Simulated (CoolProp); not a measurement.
Vapour-liquid equilibrium of propylene (1) + benzene (2) at 298.5 K; x and y are mole fractions of (1).

Values from CoolProp's multi-fluid Helmholtz-energy mixture model, Lemmon 2013 and Thol 2012; pair parameters Bell 2016.

```tsv
x	bubble pressure (MPa)	y at the bubble point	dew pressure at overall composition x (MPa)	liquid density (mol/L)
0.05	0.1056	0.879	0.01358	11.27
0.125	0.2310	0.946	0.01475	11.41
0.2	0.3411	0.964	0.01613	11.54
0.275	0.4380	0.973	0.01780	11.67
0.35	0.5239	0.978	0.01985	11.79
0.425	0.6008	0.982	0.02243	11.91
0.5	0.6711	0.985	0.02579	12.01
0.575	0.7372	0.987	0.03033	12.10
0.65	0.8014	0.989	0.03680	12.17
0.725	0.8663	0.991	0.04678	12.22
0.8	0.9347	0.993	0.06418	12.24
0.875	1.010	0.995	0.1021	12.21
0.95	1.097	0.998	0.2486	12.12
```

No azeotrope shows between x = 0.05 and 0.95.

Pair parameters are fitted to limited data, so mixtures are less certain than the pure fluids. The gap from Raoult's law changes sign with composition, which may be real or a fault of the pair parameters; it wasn't checked against measurements.
